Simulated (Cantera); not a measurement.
Charge: 1 mol CuF2, 0.71 mol H2, equilibrated at 1.00 bar.

These are equilibrium values from Cantera (NASA tables, ideal gas, pure condensed phases), not measurements of a reactor. Candidate condensed phases: Cu, CuF2; 15 gas species. Mutual solubility and eutectic melting of coexisting phases are not modelled. Kinetics and transport are ignored.

x: gas mole fraction; n: condensed amount in mol.

```json
[
 {"T (°C)": "475", "x HF": "1.000", "x CuF": "5.79e-10", "x CuF2": "3.56e-10", "x H2F2": "0.000130", "x Cu": "<1e-12", "x F": "<1e-12", "x H3F3": "1.27e-8", "n Cu(s)": "0.710", "n CuF2(s)": "0.290", "n CuF2(l)": "0"},
 {"T (°C)": "525", "x HF": "1.000", "x CuF": "7.12e-9", "x CuF2": "4.89e-9", "x H2F2": "9.63e-5", "x Cu": "<1e-12", "x F": "<1e-12", "x H3F3": "6.98e-9", "n Cu(s)": "0.710", "n CuF2(s)": "0.290", "n CuF2(l)": "0"},
 {"T (°C)": "575", "x HF": "1.000", "x CuF": "6.46e-8", "x CuF2": "4.87e-8", "x H2F2": "7.41e-5", "x Cu": "<1e-12", "x F": "<1e-12", "x H3F3": "4.15e-9", "n Cu(s)": "0.710", "n CuF2(s)": "0.290", "n CuF2(l)": "0"},
 {"T (°C)": "625", "x HF": "1.000", "x CuF": "4.54e-7", "x CuF2": "3.71e-7", "x H2F2": "5.87e-5", "x Cu": "<1e-12", "x F": "<1e-12", "x H3F3": "2.63e-9", "n Cu(s)": "0.710", "n CuF2(s)": "0.290", "n CuF2(l)": "0"},
 {"T (°C)": "675", "x HF": "1.000", "x CuF": "2.58e-6", "x CuF2": "2.25e-6", "x H2F2": "4.77e-5", "x Cu": "1.73e-12", "x F": "<1e-12", "x H3F3": "1.76e-9", "n Cu(s)": "0.710", "n CuF2(s)": "0.290", "n CuF2(l)": "0"},
 {"T (°C)": "725", "x HF": "1.000", "x CuF": "1.23e-5", "x CuF2": "1.13e-5", "x H2F2": "3.96e-5", "x Cu": "1.44e-11", "x F": "6.40e-12", "x H3F3": "1.23e-9", "n Cu(s)": "0.710", "n CuF2(s)": "0.290", "n CuF2(l)": "0"},
 {"T (°C)": "775", "x HF": "1.000", "x CuF": "4.98e-5", "x CuF2": "4.81e-5", "x H2F2": "3.36e-5", "x Cu": "9.78e-11", "x F": "4.64e-11", "x H3F3": "8.97e-10", "n Cu(s)": "0.710", "n CuF2(s)": "0.290", "n CuF2(l)": "0"},
 {"T (°C)": "825", "x HF": "1.000", "x CuF": "0.000177", "x CuF2": "0.000178", "x H2F2": "2.89e-5", "x Cu": "5.57e-10", "x F": "2.80e-10", "x H3F3": "6.75e-10", "n Cu(s)": "0.710", "n CuF2(s)": "0.290", "n CuF2(l)": "0"},
 {"T (°C)": "875", "x HF": "0.999", "x CuF": "?", "x CuF2": "?", "x H2F2": "?", "x Cu": "?", "x F": "?", "x H3F3": "?", "n Cu(s)": "0.710", "n CuF2(s)": "0", "n CuF2(l)": "0.289"},
 {"T (°C)": "925", "x HF": "0.998", "x CuF": "0.00128", "x CuF2": "0.00110", "x H2F2": "2.22e-5", "x Cu": "1.16e-8", "x F": "5.18e-9", "x H3F3": "4.14e-10", "n Cu(s)": "0.709", "n CuF2(s)": "0", "n CuF2(l)": "0.288"},
 {"T (°C)": "975", "x HF": "0.995", "x CuF": "0.00299", "x CuF2": "0.00234", "x H2F2": "1.97e-5", "x Cu": "4.41e-8", "x F": "1.84e-8", "x H3F3": "3.34e-10", "n Cu(s)": "0.708", "n CuF2(s)": "0", "n CuF2(l)": "0.285"},
 {"T (°C)": "1025", "x HF": "0.989", "x CuF": "?", "x CuF2": "?", "x H2F2": "?", "x Cu": "?", "x F": "?", "x H3F3": "?", "n Cu(s)": "0.705", "n CuF2(s)": "0", "n CuF2(l)": "0.279"},
 {"T (°C)": "1075", "x HF": "0.978", "x CuF": "0.0133", "x CuF2": "0.00884", "x H2F2": "1.56e-5", "x Cu": "4.68e-7", "x F": "1.73e-7", "x H3F3": "2.23e-10", "n Cu(s)": "0.700", "n CuF2(s)": "0", "n CuF2(l)": "0.267"}
]
```

Task: Some entries are withheld; supply them.

Result: 
- 1025, x CuF: 0.00652
- 1025, x CuF2: 0.00468
- 1025, x H2F2: 1.76e-5
- 1025, x Cu: 1.50e-7
- 1025, x F: 5.89e-8
- 1025, x H3F3: 2.73e-10
- 875, x CuF: 0.000506
- 875, x CuF2: 0.000475
- 875, x H2F2: 2.52e-5
- 875, x Cu: 2.72e-9
- 875, x F: 1.31e-9
- 875, x H3F3: 5.23e-10
